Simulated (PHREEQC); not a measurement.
Dissolve 0.0069 mol CaCl2, 0.0033 mol Na2HPO4 and 0.011 mol KCl per kg of water at 20 °C. Closed to the air; pH follows from the charge balance.

Equilibrium calculation in PHREEQC: ion-association model, phreeqc.dat.

No solid was allowed to form.

Task: Order these Ca species by the share of Ca that they hold, largest first: CaHPO4, CaPO4-, CaH2PO4+, Ca+2.

Result: Ca+2 (79 %), CaHPO4 (17 %), CaPO4- (3.3 %), CaH2PO4+ (0.21 %)

The pH is 7.88 and the ionic strength 0.0357 mol/kgw. The solution is supersaturated, for example in Hydroxyapatite, so a real one may precipitate; this is no full list. Complexes and solids missing from the database can't appear.
